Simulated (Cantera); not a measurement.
An adiabatic, constant-volume homogeneous reactor starts with CH4 : C2H6 : C3H8 : O2 : N2 = 1 : 0.065 : 0.15 : 8.27 : 69.5 (molar parts), equivalence ratio 0.36, at 1675 K and 21.0 bar. Integrator tolerance rtol = 1e-08.

Model: GRI-Mech 3.0 (53 species, 325 reactions), integrated in Cantera. GRI-Mech 3.0 was tuned for natural gas; its chemistry of propane as a main component is partial and can be far from experiment. The pressure lies above the range GRI-Mech 3.0 was tuned for (to about 10 atm).

Problem. What does this change do: initial temperature 1675 to 1750 K?

Solution. 
```
quantity                                                              before                                      after
---------------------------------  -----------------------------------------  -----------------------------------------
time of steepest temperature rise                                    8.27 µs                                    4.98 µs
temperature at 0.200 s                                                2180 K                                     2247 K
equilibrium temperature                                               2180 K                                     2247 K
x(CH4) at 0.200 s                      <1e-12 (gas-phase equilibrium <1e-12)      <1e-12 (gas-phase equilibrium <1e-12)
x(C2H6) at 0.200 s                     <1e-12 (gas-phase equilibrium <1e-12)      <1e-12 (gas-phase equilibrium <1e-12)
x(C3H8) at 0.200 s                     <1e-12 (gas-phase equilibrium <1e-12)      <1e-12 (gas-phase equilibrium <1e-12)
x(H2) at 0.200 s                     2.69e-5 (gas-phase equilibrium 2.68e-5)    4.09e-5 (gas-phase equilibrium 4.09e-5)
x(HO2) at 0.200 s                    3.03e-6 (gas-phase equilibrium 3.03e-6)    3.73e-6 (gas-phase equilibrium 3.73e-6)
x(O) at 0.200 s                    0.000115 (gas-phase equilibrium 0.000115)  0.000175 (gas-phase equilibrium 0.000175)
x(H2O2) at 0.200 s                   1.47e-7 (gas-phase equilibrium 1.47e-7)    1.74e-7 (gas-phase equilibrium 1.74e-7)
```
